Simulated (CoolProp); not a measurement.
2000 sccm (0 °C, 1 atm) of nitrogen bubbles through liquid octamethylcyclotetrasiloxane (D4) at 367.8 K and leaves saturated at a total pressure of 0.15 MPa (ideal gas phase). Each further row changes one setting.

The numbers come from the reference Helmholtz-energy equation of state, Thol 2015 in CoolProp.

| case | vapour pressure (kPa) | mole fraction of vapour | delivery (mg/min) | delivery (sccm) | change of delivery for a bath 1 K warmer (%) |
|---|---|---|---|---|---|
| as stated | 6.98 | 0.0465 | 1290 | 97.6 | 4.6 |
| bath temperature 372.8 K | 8.62 | 0.0574 | 1610 | 122 | 4.5 |
| total pressure 0.3 MPa | 6.98 | 0.0233 | 631 | 47.7 | 4.5 |
